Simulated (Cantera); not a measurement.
Thermodynamics of abatement and gas-phase synthesis, feed CO₂ + H₂O

Charge: 1 mol CO₂, 0.039 mol H₂O, held at 1673.15 K and 4.00 bar.

These are equilibrium values from Cantera (NASA tables, ideal gas, pure condensed phases), not measurements of a reactor. Candidate condensed phases: C, C₆H₆, C₇H₈, C₈H₁₈, H₂O; 110 gas species. The numbers say what is thermodynamically allowed, not how fast it happens.

```json
{
  "x(CO₂)": "0.961",
  "x(H₂O)": "0.0375",
  "x(CO)": "0.00105",
  "x(O₂)": "0.000524",
  "x(OH)": "2.92e-5",
  "x(H₂)": "1.24e-5",
  "gas_amount": "1.040 mol",
  "log10 activity of C(graphite) (absent)": "-9.11"
}
```
